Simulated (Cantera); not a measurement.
Charge: 1 mol Si, 1 mol Cl2, 8.5 mol H2, equilibrated at 10.0 bar.

Cantera equilibrium calculation (NASA polynomials, part measured and part estimated; ideal gas, pure solids and liquids). Candidate condensed phases: Si; 19 gas species. Kinetics and transport are ignored.

Over these rows the condensed part is Si(s). Partial pressures as log10 of bar:

```tsv
T (K)	1000/T (1/K)	log p SiCl2	log p H2	log p SiHCl3	log p SiCl4
750	1.3333	-6.17	0.97	-0.41	-0.61
825	1.2121	-5.16	0.97	-0.42	-0.60
900	1.1111	-4.32	0.97	-0.43	-0.60
975	1.0256	-3.61	0.97	-0.44	-0.60
1050	0.9524	-3.01	0.97	-0.46	-0.60
1125	0.8889	?	0.97	-0.48	-0.61
```

### Question
Fit log p(SiCl2) = a + b·(1000/T) to the five rows, give the apparent enthalpy, and predict the row at 1125 K.

### Answer
Means: 1000/T = 1.1269, log p = -4.454. Sxy = -0.753926, Sxx = 0.0908216, so b = -8.30 and a = -4.454 − (-8.30)×1.1269 = 4.90.
Apparent enthalpy: −19.145 × (-8.30) = 159 kJ/mol. With the condensed phases at unit activity, 1/2 Si(s) + 1/2 SiCl4(g) = SiCl2(g) links this pressure to the main gases: over the six rows their terms move log p by +0.00 in all, so the slope is close to that reaction's ΔH°. The five rows lie within 0.01 of the line.
Prediction at 1125 K: 4.90 + (-8.30)×0.8889 = -2.48. The computed value is -2.50, 0.02 from the line.
